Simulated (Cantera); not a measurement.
A Cantera script and its output.

```python
import numpy as np
import cantera as ct

gas = ct.Solution("gri30.yaml")
gas.TPX = 1448, 1300000, {'H2': 1, 'O2': 0.385, 'N2': 1.45, 'NO': 0.013}
reactor = ct.IdealGasConstPressureReactor(gas, energy="on", clone=False)
net = ct.ReactorNet([reactor])
net.rtol, net.atol = 1e-08, 1e-16
show = ['H2', 'O2', 'NO', 'N2O', 'OH']
times = np.geomspace(7e-06, 0.1, 13)

steps = ct.SolutionArray(gas, extra=["t"])
rows = []
print(f"{'t/s':>10s}{'T/K':>9s}{'P/Pa':>11s}" + "".join(f"{s:>11s}" for s in show))
for t in times:
    while net.time < t:
        t_next = net.step()
        steps.append(gas.state, t=t_next)
    rows.append([np.interp(t, steps.t, y) for y in (steps.T, steps.P, *steps(*show).X.T)])
    print(f"{t:10.3e}{rows[-1][0]:9.1f}{rows[-1][1]:11.4g}" + "".join(f"{x:11.3e}" for x in rows[-1][2:]))
rate = np.gradient(steps.T, steps.t)
print("integrator steps:", len(steps.t))
if steps.T.max() > steps.T[0] + 200:
    print(f"time of steepest temperature rise: {steps.t[rate.argmax()]:.4e} s")
gas.TPX = 1448, 1300000, {'H2': 1, 'O2': 0.385, 'N2': 1.45, 'NO': 0.013}
gas.equilibrate("HP")
print(f"equilibrium (HP): T = {gas.T:.1f} K  " + "  ".join(f"{s} {gas[s].X[0]:.3e}" for s in show))
```

Output:

```
       t/s      T/K       P/Pa         H2         O2         NO        N2O         OH
 7.000e-06   3067.1    1.3e+06  9.757e-02  2.158e-03  5.064e-03  8.220e-07  1.746e-02
 1.554e-05   3071.4    1.3e+06  9.740e-02  2.111e-03  4.935e-03  8.221e-07  1.734e-02
 3.448e-05   3072.1    1.3e+06  9.727e-02  2.127e-03  4.748e-03  8.083e-07  1.740e-02
 7.653e-05   3072.7    1.3e+06  9.716e-02  2.142e-03  4.581e-03  7.965e-07  1.745e-02
 1.698e-04   3072.9    1.3e+06  9.712e-02  2.147e-03  4.522e-03  7.925e-07  1.747e-02
 3.770e-04   3072.9    1.3e+06  9.712e-02  2.147e-03  4.518e-03  7.923e-07  1.747e-02
 8.367e-04   3072.9    1.3e+06  9.712e-02  2.147e-03  4.518e-03  7.923e-07  1.747e-02
 1.857e-03   3072.9    1.3e+06  9.712e-02  2.147e-03  4.518e-03  7.923e-07  1.747e-02
 4.121e-03   3072.9    1.3e+06  9.712e-02  2.147e-03  4.518e-03  7.923e-07  1.747e-02
 9.147e-03   3072.9    1.3e+06  9.712e-02  2.147e-03  4.518e-03  7.923e-07  1.747e-02
 2.030e-02   3072.9    1.3e+06  9.712e-02  2.147e-03  4.518e-03  7.923e-07  1.747e-02
 4.506e-02   3072.9    1.3e+06  9.712e-02  2.147e-03  4.518e-03  7.923e-07  1.747e-02
 1.000e-01   3072.9    1.3e+06  9.712e-02  2.147e-03  4.518e-03  7.923e-07  1.747e-02
integrator steps: 1114
time of steepest temperature rise: 1.5128e-06 s
equilibrium (HP): T = 3072.9 K  H2 9.712e-02  O2 2.147e-03  NO 4.518e-03  N2O 7.923e-07  OH 1.747e-02
```

Cantera simulation using GRI-Mech 3.0 (53 species, 325 reactions); the numbers are that mechanism's predictions, not measurements. The hydrogen kinetics of GRI-Mech 3.0 are dated; newer H2 mechanisms differ, most at raised pressure. The pressure lies above the range GRI-Mech 3.0 was tuned for (to about 10 atm). Above 3000 K some thermodynamic fits are extrapolated.
